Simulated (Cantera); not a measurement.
# Stirred combustor or abatement burner

A perfectly stirred reactor is fed with CO : H₂ : O₂ : N₂ : H₂O = 1 : 0.53 : 0.933 : 4.1 : 0.47 (molar parts), at 6.71 atm; it is adiabatic with a 400 K inlet, and is followed from long to short residence time, starting on the burning branch (τ in s: 0.024, 0.0091, 0.0035, 0.0014, 0.00052, 0.0002, 7.7e-05, 3e-05, 1.1e-05, 4.4e-06).

Cantera simulation using GRI-Mech 3.0 (53 species, 325 reactions); the numbers are that mechanism's predictions, not measurements. The hydrogen kinetics of GRI-Mech 3.0 are dated; newer H2 mechanisms differ, most at raised pressure.

```json
[
 {"τ (s)": "0.024", "T (K)": "2084", "x CO": "0.00166", "x H₂": "0.000310", "x O₂": "0.0272", "x NO": "0.000223", "x O": "0.000111"},
 {"τ (s)": "0.0091", "T (K)": "2076", "x CO": "0.00249", "x H₂": "0.000444", "x O₂": "0.0276", "x NO": "0.000120", "x O": "0.000153"},
 {"τ (s)": "0.0035", "T (K)": "2062", "x CO": "0.00406", "x H₂": "0.000702", "x O₂": "0.0284", "x NO": "7.57e-5", "x O": "0.000236"},
 {"τ (s)": "0.0014", "T (K)": "2039", "x CO": "0.00666", "x H₂": "0.00113", "x O₂": "0.0297", "x NO": "5.23e-5", "x O": "0.000386"},
 {"τ (s)": "0.00052", "T (K)": "1998", "x CO": "0.0112", "x H₂": "0.00186", "x O₂": "0.0320", "x NO": "3.54e-5", "x O": "0.000670"},
 {"τ (s)": "0.00020", "T (K)": "1936", "x CO": "0.0181", "x H₂": "0.00289", "x O₂": "0.0355", "x NO": "2.43e-5", "x O": "0.00112"},
 {"τ (s)": "7.7e-5", "T (K)": "1840", "x CO": "0.0293", "x H₂": "0.00424", "x O₂": "0.0413", "x NO": "1.70e-5", "x O": "0.00175"},
 {"τ (s)": "3.0e-5", "T (K)": "1646", "x CO": "0.0545", "x H₂": "0.00612", "x O₂": "0.0548", "x NO": "7.51e-6", "x O": "0.00207"},
 {"τ (s)": "1.1e-5", "T (K)": "400", "x CO": "0.142", "x H₂": "0.0754", "x O₂": "0.133", "x NO": "<1e-12", "x O": "<1e-12"},
 {"τ (s)": "4.4e-6", "T (K)": "400", "x CO": "0.142", "x H₂": "0.0754", "x O₂": "0.133", "x NO": "<1e-12", "x O": "<1e-12"}
]
```
x: mole fraction; the columns are a selection and need not sum to one.
